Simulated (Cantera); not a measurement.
Input: 1 mol SiF4, 0.28 mol N2O, 30 mol N2, at 752 °C and 0.00133 bar.

These are equilibrium values from Cantera (NASA tables, ideal gas, pure condensed phases), not measurements of a reactor. Candidate condensed phases: Si, SiO2, Si2N2O, Si3N4; 28 gas species. The numbers say what is thermodynamically allowed, not how fast it happens.

Base state: N2 0.964, SiF4 0.0318, O2 0.00445 (mole fractions); condensed: gas only.

**Question.** What changes in the equilibrium state with this change: N2O from 0.28 to 0.11 mol?

**Answer.** 
| species | before | after |
|---|---|---|
| N2 | 0.964 | 0.966 |
| SiF4 | 0.0318 | 0.0321 |
| O2 | 0.00445 | 0.00176 |

**Question.** What changes in the equilibrium state with this change: N2O from 0.28 to 50 mol?

**Answer.** 
| species | before | after |
|---|---|---|
| N2 | 0.964 | 0.755 |
| O2 | 0.00445 | 0.236 |
| SiF4 | 0.0318 | 0.00943 |
| NO | 6.59e-6 | 4.24e-5 |

**Question.** What changes in the equilibrium state with this change: 0.49 mol Cl2 added?

**Answer.** 
```json
[
 {"species": "N2", "before": "0.964", "after": "0.948"},
 {"species": "SiF4", "before": "0.0318", "after": "0.0313"},
 {"species": "Cl2", "before": "0", "after": "0.0144"},
 {"species": "Cl", "before": "0", "after": "0.00184"},
 {"species": "O2", "before": "0.00445", "after": "0.00438"}
]
```
